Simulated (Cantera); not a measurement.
Charge: 1 mol SiHCl3, 1.1 mol CH4, 1.2 mol H2, at 1450 °C and 133 Pa.

Method: chemical equilibrium by Gibbs-energy minimisation in Cantera with the NASA 1993 tables (ideal gas, pure condensed phases). Candidate condensed phases: C, C6H6, C7H8, C8H18, Si, SiC; 109 gas species. The tables' values for SiCl3, SiCl are old estimates; treat these amounts as uncertain. Kinetics and transport are ignored.

Base state: HCl 0.491, H2 0.473, SiCl2 0.0294, H 0.00344, Cl 0.00276, SiCl3 0.000550, SiCl 4.48e-5, C2H2 (acetylene) 4.29e-5 (mole fractions); condensed: C(graphite) + SiC(s).

Problem. What changes in the equilibrium state with this change: CH4 from 1.1 to 0.044 mol?

Solution. 
| species | before | after |
|---|---|---|
| H2 | 0.473 | 0.379 |
| HCl | 0.491 | 0.325 |
| SiCl2 | 0.0294 | 0.286 |
| C2H2 (acetylene) | 4.29e-5 | 1.09e-7 |
| Si | 1.23e-5 | 0.000219 |
| C(graphite), mol | 0.262 | 0 |
| SiC(s), mol | 0.838 | 0.0440 |

Problem. What changes in the equilibrium state with this change: SiHCl3 replaced by CH3SiCl3?

Solution. 
```tsv
species	before	after
H2	0.473	0.549
HCl	0.491	0.426
SiCl2	0.0294	0.0191
SiCl4	1.93e-5	8.17e-6
SiCl3	0.000550	0.000288
Cl	0.00276	0.00223
C(graphite), mol	0.262	1.22
SiC(s), mol	0.838	0.875
```
The feed counts by its element totals alone.
